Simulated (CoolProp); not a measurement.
Acetone along the isobar 5.07 MPa: Z from the reference equation and from simpler models built on Tc = 508.1 K, pc = 4.692 MPa, ω = 0.307; each cubic takes its own stable root.

Values from CoolProp's reference Helmholtz-energy equation of state, Lemmon 2006. It is a short technical equation, of lower accuracy than the large ones.

| T (K) | phase | reference | van der Waals | Redlich-Kwong | Soave-Redlich-Kwong | Peng-Robinson |
|---|---|---|---|---|---|---|
| 424.9 | liquid | 0.1321 | 0.2473 | 0.1795 | 0.1709 | 0.1511 |
| 438.8 | liquid | 0.1327 | 0.2475 | 0.1817 | 0.1730 | 0.1530 |
| 452.7 | liquid | 0.1341 | 0.2491 | 0.1854 | 0.1767 | 0.1564 |
| 466.6 | liquid | 0.1368 | 0.2528 | 0.1914 | 0.1827 | 0.1621 |
| 480.5 | liquid | 0.1413 | 0.2596 | 0.2008 | 0.1926 | 0.1713 |
| 494.4 | liquid | 0.1496 | 0.2720 | 0.2172 | 0.2104 | 0.1882 |
| 508.3 | supercritical | 0.1727 | 0.3000 | 0.2562 | 0.2565 | 0.2330 |
| 522.2 | supercritical | 0.4562 | 0.4697 | 0.4761 | 0.5065 | 0.4779 |
| 536.1 | supercritical | 0.5600 | 0.5732 | 0.5726 | 0.6034 | 0.5739 |
| 550 | supercritical | 0.6241 | 0.6290 | 0.6306 | 0.6639 | 0.6344 |
